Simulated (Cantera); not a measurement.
An adiabatic, constant-volume homogeneous reactor starts with CH4 : C2H6 : C3H8 : O2 : N2 = 1 : 0.055 : 0.061 : 5.68 : 21.3 (molar parts), equivalence ratio 0.44, at 1150 K and 0.296 atm. Integrator tolerance rtol = 1e-08.

Cantera simulation using GRI-Mech 3.0 (53 species, 325 reactions); the numbers are that mechanism's predictions, not measurements.

What does this change do: 0.18 parts H2 added?


| quantity | before | after |
|---|---|---|
| time of steepest temperature rise | 27.3 ms | 11.1 ms |
| temperature at 1.00 s | 2266 K | 2297 K |
| equilibrium temperature | 2266 K | 2297 K |
| x(CH4) at 1.00 s | <1e-12 (gas-phase equilibrium <1e-12) | <1e-12 (gas-phase equilibrium <1e-12) |
| x(C2H6) at 1.00 s | <1e-12 (gas-phase equilibrium <1e-12) | <1e-12 (gas-phase equilibrium <1e-12) |
| x(C3H8) at 1.00 s | <1e-12 (gas-phase equilibrium <1e-12) | <1e-12 (gas-phase equilibrium <1e-12) |
| x(CO) at 1.00 s | 0.00165 (gas-phase equilibrium 0.00165) | 0.00201 (gas-phase equilibrium 0.00201) |
| x(H2O2) at 1.00 s | 8.33e-8 (gas-phase equilibrium 8.33e-8) | 9.48e-8 (gas-phase equilibrium 9.48e-8) |

What does this change do: CH4 1 to 1.5 parts?


```csv
quantity,before,after
time of steepest temperature rise,27.3 ms,44.9 ms
temperature at 1.00 s,2266 K,2497 K
equilibrium temperature,2266 K,2497 K
x(CH4) at 1.00 s,<1e-12 (gas-phase equilibrium <1e-12),<1e-12 (gas-phase equilibrium <1e-12)
x(C2H6) at 1.00 s,<1e-12 (gas-phase equilibrium <1e-12),<1e-12 (gas-phase equilibrium <1e-12)
x(C3H8) at 1.00 s,<1e-12 (gas-phase equilibrium <1e-12),<1e-12 (gas-phase equilibrium <1e-12)
x(CO) at 1.00 s,0.00165 (gas-phase equilibrium 0.00165),0.00895 (gas-phase equilibrium 0.00895)
x(H2O2) at 1.00 s,8.33e-8 (gas-phase equilibrium 8.33e-8),1.61e-7 (gas-phase equilibrium 1.61e-7)
```
